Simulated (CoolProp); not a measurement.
Vapour-liquid equilibrium of acetone (1) + benzene (2) at 165.75 °C; x and y are mole fractions of (1).

Computed with CoolProp (multi-fluid Helmholtz-energy mixture model, Lemmon 2006 and Thol 2012; pair parameters Bell 2016).

```csv
x,"bubble pressure, mixture model (kPa)","bubble pressure, Raoult's law (kPa)","y, mixture model","y, Raoult's law"
0.05,[?],830.0,0.098,0.093
0.2,983.9,942.0,[?],0.327
0.35,1106,1054,0.485,0.511
0.5,1216,1166,[?],0.660
0.65,[?],1278,0.740,0.783
0.8,1415,1390,[?],0.886
0.95,1509,1502,[?],0.974
```

Fill in the missing entries.


- 0.05, bubble pressure, mixture model (kPa): 844.6
- 0.2, y, mixture model: 0.320
- 0.5, y, mixture model: 0.620
- 0.65, bubble pressure, mixture model (kPa): 1318
- 0.8, y, mixture model: 0.853
- 0.95, y, mixture model: 0.963

The largest gap from Raoult's law is +4.9 % in bubble pressure, at x = 0.35. No azeotrope shows between x = 0.05 and 0.95.

Pair parameters are fitted to limited data, so mixtures are less certain than the pure fluids.
